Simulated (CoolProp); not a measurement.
Methanol along the isotherm 50.55 °C: Z from the reference equation and from simpler models built on Tc = 240.2 °C, pc = 8216 kPa, ω = 0.565; each cubic takes its own stable root.

Values from CoolProp's reference Helmholtz-energy equation of state, de Reuck 1993.

```json
[
 {"p (kPa)": "260", "phase": "liquid", "reference": "0.004061", "van der Waals": "0.9719", "Redlich-Kwong": "0.9601", "Soave-Redlich-Kwong": "0.005271", "Peng-Robinson": "0.004677"},
 {"p (kPa)": "420", "phase": "liquid", "reference": "0.006558", "van der Waals": "0.9539", "Redlich-Kwong": "0.009162", "Soave-Redlich-Kwong": "0.008513", "Peng-Robinson": "0.007554"},
 {"p (kPa)": "678", "phase": "liquid", "reference": "0.01058", "van der Waals": "0.9232", "Redlich-Kwong": "0.01478", "Soave-Redlich-Kwong": "0.01374", "Peng-Robinson": "0.01219"},
 {"p (kPa)": "1100", "phase": "liquid", "reference": "0.01716", "van der Waals": "0.03518", "Redlich-Kwong": "0.02397", "Soave-Redlich-Kwong": "0.02228", "Peng-Robinson": "0.01977"},
 {"p (kPa)": "1770", "phase": "liquid", "reference": "0.02758", "van der Waals": "0.05646", "Redlich-Kwong": "0.03852", "Soave-Redlich-Kwong": "0.03584", "Peng-Robinson": "0.03180"},
 {"p (kPa)": "2860", "phase": "liquid", "reference": "0.04450", "van der Waals": "0.09088", "Redlich-Kwong": "0.06211", "Soave-Redlich-Kwong": "0.05785", "Peng-Robinson": "0.05135"},
 {"p (kPa)": "4620", "phase": "liquid", "reference": "0.07170", "van der Waals": "0.1459", "Redlich-Kwong": "0.1000", "Soave-Redlich-Kwong": "0.09332", "Peng-Robinson": "0.08285"},
 {"p (kPa)": "7460", "phase": "liquid", "reference": "0.1153", "van der Waals": "0.2336", "Redlich-Kwong": "0.1608", "Soave-Redlich-Kwong": "0.1503", "Peng-Robinson": "0.1335"},
 {"p (kPa)": "12100", "phase": "liquid", "reference": "0.1859", "van der Waals": "0.3742", "Redlich-Kwong": "0.2589", "Soave-Redlich-Kwong": "0.2430", "Peng-Robinson": "0.2159"},
 {"p (kPa)": "19500", "phase": "liquid", "reference": "0.2969", "van der Waals": "0.5931", "Redlich-Kwong": "0.4128", "Soave-Redlich-Kwong": "0.3895", "Peng-Robinson": "0.3464"},
 {"p (kPa)": "31500", "phase": "liquid", "reference": "0.4734", "van der Waals": "0.9378", "Redlich-Kwong": "0.6572", "Soave-Redlich-Kwong": "0.6243", "Peng-Robinson": "0.5559"},
 {"p (kPa)": "50900", "phase": "liquid", "reference": "0.7509", "van der Waals": "1.477", "Redlich-Kwong": "1.042", "Soave-Redlich-Kwong": "0.9978", "Peng-Robinson": "0.8898"},
 {"p (kPa)": "82200", "phase": "liquid", "reference": "1.183", "van der Waals": "2.320", "Redlich-Kwong": "1.643", "Soave-Redlich-Kwong": "1.588", "Peng-Robinson": "1.419"}
]
```

At some of these states van der Waals, Redlich-Kwong gives the other phase, because its saturation line lies elsewhere.
